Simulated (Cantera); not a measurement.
Charge: 1 mol SiH2Cl2, 0.86 mol NH3, 1.8 mol N2, held at 750 °C and 81.0 Pa.

These are equilibrium values from Cantera (NASA tables, ideal gas, pure condensed phases), not measurements of a reactor. Candidate condensed phases: NH4Cl, Si, Si3N4; 28 gas species. The tables' values for SiCl3 are old estimates; treat these amounts as uncertain. The numbers say what is thermodynamically allowed, not how fast it happens.

Base state: HCl 0.367, N2 0.331, H2 0.290, SiCl4 0.0115, SiCl3 0.000117, SiHCl3 7.71e-5, SiCl2 2.50e-5 (mole fractions); condensed: Si3N4(s).

### Question
What changes in the equilibrium state with this change: pressure from 81.0 Pa to 0.100 bar?

### Answer
| species | before | after |
|---|---|---|
| N2 | 0.331 | 0.342 |
| H2 | 0.290 | 0.319 |
| HCl | 0.367 | 0.314 |
| SiCl4 | 0.0115 | 0.0251 |
| SiCl2 | 2.50e-5 | 6.61e-7 |
| SiCl3 | 0.000117 | 2.80e-5 |
| SiHCl3 | 7.71e-5 | 0.000215 |
| Si3N4(s), mol | 0.314 | 0.293 |
